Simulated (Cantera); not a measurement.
Feed: 1 mol SiC, 1.9 mol H2O, 73 mol N2, held at 1348.15 K and 0.133 bar.

Cantera equilibrium calculation (NASA polynomials, part measured and part estimated; ideal gas, pure solids and liquids). N2 is the only nitrogen source here; it is nearly inert below about 1500 K, so the nitride shown seldom forms there in practice. Mutual solubility and eutectic melting of coexisting phases are not modelled. The tables hold silica as quartz up to 1696 K and as liquid above; real silica turns to tridymite and cristobalite and melts near 1996 K. Equilibrium is a limit: real reactors are often held back by kinetics, nucleation or transport.

| species | before | after |
|---|---|---|
| N2 | 0.962 | 1.000 |
| H2 | 0.0251 | 3.63e-5 |
| CO | 0.0132 | 1.77e-5 |
| SiO2(β-quartz), mol | 0.266 | 0 |
| Si2N2O(s), mol | 0.367 | 0.00142 |
| C(graphite), mol | 0 | 0.999 |
| Si3N4(s), mol | 0 | 0.332 |
Gas species are given as mole fractions.

Problem. What was changed between the two runs?
A) temperature from 1348.15 K to 1050 K
B) temperature from 1348.15 K to 1773.15 K
C) H2O from 1.9 to 0.0027 mol
D) temperature from 1348.15 K to 1100 K

Solution. C, H2O from 1.9 to 0.0027 mol
